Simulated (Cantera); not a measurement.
Fe + SO2 + CO + H2S (metals in furnace atmospheres)

Feed: 1 mol Fe, 4.7 mol SO2, 27 mol CO, 0.016 mol H2S, equilibrated at 1573.15 K.

Method: chemical equilibrium by Gibbs-energy minimisation in Cantera with the NASA 1993 tables (ideal gas, pure condensed phases). Candidate condensed phases: C, C6H6, C7H8, C8H18, Fe, Fe(CO)5, FeO, Fe(OH)2, Fe(OH)3, FeS, FeSO4, FeS2, Fe2O3, Fe2(SO4)3, Fe3O4, H2O, H2SO4, S; 127 gas species. The tables' stoichiometric FeO is somewhat more stable than real wüstite, so its field is too wide. FeO, FeS: taken at fixed stoichiometry. The numbers say what is thermodynamically allowed, not how fast it happens.

| P (Pa) | x CO | x CO2 | x S2 | x COS | x SO2 | x SO | x Fe | x S | n FeO(s) | n FeS(l) |
|---|---|---|---|---|---|---|---|---|---|---|
| 10 | 0.708 | 0.181 | 0.0482 | 0.000136 | 0.0432 | 0.0132 | 0.00400 | 0.00201 | 0.878 | 0 |
| 82 | 0.683 | 0.220 | 0.0612 | 0.000422 | 0.0271 | 0.00654 | 0.000386 | 0.000790 | 0.988 | 0 |
| 670 | 0.640 | 0.285 | 0.0530 | 0.00105 | 0.0169 | 0.00294 | 3.38e-5 | 0.000257 | 0 | 0.999 |
| 5500 | 0.622 | 0.308 | 0.0579 | 0.00306 | 0.00758 | 0.00119 | 1.37e-6 | 9.38e-5 | 0 | 1.000 |
| 45000 | 0.609 | 0.320 | 0.0581 | 0.00859 | 0.00298 | 0.000442 | 5.86e-8 | 3.29e-5 | 0 | 1.000 |
| 370000 | 0.596 | 0.327 | 0.0523 | 0.0228 | 0.00108 | 0.000153 | 2.62e-9 | 1.09e-5 | 0 | 1.00 |
| 3000000 | 0.571 | 0.336 | 0.0373 | 0.0527 | 0.000367 | 4.86e-5 | 1.34e-10 | 3.23e-6 | 0 | 1.00 |
x: gas mole fraction; n: condensed amount in mol.

From 10.0 Pa to 82.0 Pa the condensed part is FeO(s). From 6.70 mbar to 30.0 bar the condensed part is FeS(l).
